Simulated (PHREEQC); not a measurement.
Synthetic water in mmol/kgw, 25 °C, pH 6.6, pe 10.1: Na 0.0238; K 0.0446; Ca 0.433; Mg 0.0606; Cl 0.227; S(6) 0.0318; Alkalinity (meq/kgw) 0.814; O(0) (counted as O atoms) 0.000276.

Valence states are taken as typed.

Computed with PHREEQC (ion-association model, phreeqc.dat).

No solid was allowed to form.

Order these C species by the share of C that they hold, largest first: HCO3-, CaHCO3+, CO2.

HCO3- (65 %), CO2 (35 %), CaHCO3+ (0.30 %)

Order these S species by the share of S that they hold, largest first: CaSO4, SO4-2, MgSO4.

SO4-2 (94 %), CaSO4 (5.0 %), MgSO4 (0.93 %)

The pH is 6.60 and the ionic strength 0.00159 mol/kgw.
